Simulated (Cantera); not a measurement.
A closed system holds: 1 mol PH3, 0.033 mol H2O, 0.083 mol O2, held at 2150 K and 4400000 Pa.

Equilibrium computed with Cantera from the NASA thermochemical tables; the gas is ideal and each condensed phase is pure. Candidate condensed phases: H2O, P, P4O10; 17 gas species. The ideal-gas law is rough above about 30 bar. Gases not in the tables: HPO2, HPO3 and P4O6. Equilibrium is a limit: real reactors are often held back by kinetics, nucleation or transport.

Base state: H2 0.671, P2 0.217, H2O 0.0871, P4 0.0124, PO 0.00873, PH3 0.00143, PO2 0.00142, H 0.000521 (mole fractions); condensed: gas only.

What changes in the equilibrium state with this change: temperature from 2150 K to 3298 K?


```
species    before     after
-------  --------  --------
H2          0.671     0.652
P2          0.217     0.192
PO        0.00873    0.0564
H2O        0.0871    0.0313
H        0.000521    0.0442
P         8.26e-5    0.0103
P4         0.0124  0.000159
PH       0.000455    0.0105
O         4.78e-9   3.50e-5
OH        8.74e-6  0.000869
```

What changes in the equilibrium state with this change: pressure from 4400000 Pa to 100000 Pa?


| species | before | after |
|---|---|---|
| H2 | 0.671 | 0.683 |
| P2 | 0.217 | 0.220 |
| H2O | 0.0871 | 0.0536 |
| PO | 0.00873 | 0.0353 |
| P4 | 0.0124 | 0.000291 |
| PH3 | 0.00143 | 3.36e-5 |
| H | 0.000521 | 0.00348 |
| P | 8.26e-5 | 0.000552 |

What changes in the equilibrium state with this change: O2 from 0.083 to 0.46 mol?


```csv
species,before,after
H2,0.671,0.409
H2O,0.0871,0.315
P2,0.217,0.175
PO2,0.00142,0.0447
PO,0.00873,0.0465
P4,0.0124,0.00804
OH,8.74e-6,4.05e-5
PH3,0.00143,0.000611
PH,0.000455,0.000319
H,0.000521,0.000407
P,8.26e-5,7.40e-5
```
